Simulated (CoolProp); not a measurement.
Vapour-liquid equilibrium of n-butane (1) + trans-2-butene (2) at 314.9 K; x and y are mole fractions of (1).

Values from CoolProp's multi-fluid Helmholtz-energy mixture model, Bücker 2006 and Lemmon 2005; pair parameters Bell 2016.

```csv
x,"bubble pressure, mixture model (MPa)","bubble pressure, Raoult's law (MPa)","y, mixture model","y, Raoult's law"
0.05,0.3872,0.3858,0.054,0.051
0.2,0.3919,0.3876,0.210,0.205
0.35,0.3951,0.3894,0.359,0.357
0.5,0.3971,0.3912,0.505,0.508
0.65,0.3980,0.3931,0.652,0.657
0.8,0.3981,0.3949,0.799,0.805
0.95,0.3976,0.3967,0.949,0.951
```

The largest gap from Raoult's law is +1.5 % in bubble pressure, at x = 0.5. y crosses x between x = 0.65 and 0.8: the model has an azeotrope there.

Pair parameters are fitted to limited data, so mixtures are less certain than the pure fluids.
